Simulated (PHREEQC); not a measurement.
Solution (25 °C): 0.5 mmol/kgw CuCl2 and 56 mmol/kgw H3BO3. It is in equilibrium with CO2 at log p = -3.5 (atm). Otherwise closed; pH follows from the charge balance.

All values are PHREEQC results (ion-association model, wateq4f.dat), not measurements.

Precipitation was switched off in this run.

Q: Order these C species by the share of C that they hold, largest first: CuHCO3+, CO2, HCO3-.

A: CO2 (92 %), HCO3- (6.2 %), CuHCO3+ (1.3 %)

The pH is 5.16 and the ionic strength 0.00150 mol/kgw. Species that the database lacks are ignored.
